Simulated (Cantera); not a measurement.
Input: 1 mol PbO, 0.24 mol O2, 0.15 mol H2, equilibrated at 1 atm.

These are equilibrium values from Cantera (NASA tables, ideal gas, pure condensed phases), not measurements of a reactor. Candidate condensed phases: H2O, Pb, PbO, PbO2, Pb3O4; 12 gas species. Gases not in the tables: (PbO)n polymers. Rates play no part. All values below are at 1025 °C.

Base state: O2 0.524, H2O 0.476, PbO 0.000430, OH 2.80e-5 (mole fractions); condensed: PbO(l).

Q: What changes in the equilibrium state with this change: PbO replaced by HgO?

A: 
| species | before | after |
|---|---|---|
| Hg | 0 | 0.551 |
| O2 | 0.524 | 0.366 |
| H2O | 0.476 | 0.0826 |
| PbO | 0.000430 | 0 |
| OH | 2.80e-5 | 1.07e-5 |
| PbO(l), mol | 1.000 | 0 |
Further candidate phases: Hg, HgO.
